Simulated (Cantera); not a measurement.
## Low-pressure radical oxidation in H2/O2

An isothermal, constant-pressure homogeneous reactor starts with H2 : O2 = 0.027 : 1 (molar parts), equivalence ratio 0.013, at 1425 K and 3.00 Torr.

Cantera simulation using the H2/O2 subset of GRI-Mech 3.0, which has no nitrogen chemistry; the numbers are that mechanism's predictions, not measurements. Radical loss at walls, strong at low pressure, is not modelled.

```csv
t (s),x H2,x O2,x H2O,x HO2,x H,x OH,x H2O2
5.00e-5,0.0263,0.974,2.29e-10,1.26e-8,8.89e-9,3.90e-9,1.07e-12
0.000168,0.0263,0.974,5.98e-9,4.22e-8,1.90e-8,2.79e-8,1.19e-11
0.000561,0.0263,0.974,1.32e-7,1.41e-7,6.05e-8,1.90e-7,1.27e-10
0.00188,0.0263,0.974,7.46e-6,4.71e-7,1.43e-6,5.54e-6,1.23e-9
0.00630,0.00397,0.954,0.0181,3.81e-7,0.00244,0.00595,1.61e-8
0.0211,0.000252,0.950,0.0234,2.89e-7,0.00172,0.00350,7.56e-9
0.0707,0.000246,0.950,0.0235,2.86e-7,0.00165,0.00346,7.51e-9
0.237,0.000227,0.952,0.0237,2.77e-7,0.00146,0.00333,7.35e-9
0.794,0.000178,0.957,0.0243,2.48e-7,0.000987,0.00295,6.84e-9
2.66,8.94e-5,0.965,0.0252,1.76e-7,0.000340,0.00210,5.33e-9
8.91,2.20e-5,0.971,0.0260,7.88e-8,4.04e-5,0.00105,2.79e-9
29.8,3.29e-6,0.973,0.0264,3.07e-8,2.31e-6,0.000405,9.26e-10
100,5.43e-7,0.973,0.0266,3.53e-8,1.54e-7,0.000165,2.95e-10
```
x: mole fraction; the columns are a selection and need not sum to one.

Equilibrium at this temperature and pressure: H2 2.82e-7, O2 0.973, H2O 0.0266, HO2 4.53e-8, H 5.77e-8, OH 0.000119, H2O2 2.18e-10 (gas phase only).
